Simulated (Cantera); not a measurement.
A diamond (100) surface in a fixed gas of H2 with x(CH4) = 0.0037, x(H) = 0.013, x(CH3) = 2.7e-05, at 1300 K; coverages are run to steady state.

Cantera simulation using the Harris–Goodwin 1993 mechanism for the reconstructed diamond (100) surface; the numbers are that mechanism's predictions, not measurements.

θ: site fractions in the mechanism's names (c6HH fully hydrogenated, c6H* and c6*H radical sites, c6** diradical, c6HM methylated).

```
P (Pa)  growth (µm/h)  θ c6HH  θ c6H*  θ c6*H  θ c6**    θ c6HM
------  -------------  ------  ------  ------  ------  --------
1000           0.0489   0.379  0.0492   0.526  0.0458   1.30e-5
1500              ___   0.379  0.0492   0.526  0.0458       ___
2100            0.130   0.379  0.0493   0.526  0.0458   2.66e-5
3000            0.213   0.379  0.0493   0.526  0.0458   3.71e-5
4300            0.359   0.379  0.0493   0.526  0.0458   5.12e-5
6200            0.618   0.379  0.0494   0.526  0.0459   6.98e-5
8900              ___   0.379  0.0494   0.525  0.0459       ___
13000            1.89   0.379  0.0495   0.525  0.0459  0.000123
```

Question: Fill in the missing entries.

Answer: 
- 1500, growth (µm/h): 0.0826
- 1500, θ c6HM: 1.93e-5
- 8900, growth (µm/h): 1.07
- 8900, θ c6HM: 9.31e-5
